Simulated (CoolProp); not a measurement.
Aqueous ethylene glycol as a coolant, 6 % by mass, freezing at -1.9 °C, 1 atm.

Model: Melinder's fits for secondary coolants, in CoolProp.

```
T (°C)  density (kg/m³)  viscosity (mPa s)  conductivity (W/(m K))  Prandtl number
------  ---------------  -----------------  ----------------------  --------------
-0.8                  ?               2.14                       ?            16.4
8.7                1007               1.58                   0.554               ?
18.2               1006               1.21                       ?            8.71
27.7                  ?              0.954                   0.583            6.72
37.2                  ?              0.777                   0.595               ?
```

Question: Fill in the missing entries.

Answer: 
- -0.8, density (kg/m³): 1008
- -0.8, conductivity (W/(m K)): 0.537
- 8.7, Prandtl number: 11.7
- 18.2, conductivity (W/(m K)): 0.569
- 27.7, density (kg/m³): 1003
- 37.2, density (kg/m³): 1000
- 37.2, Prandtl number: 5.36
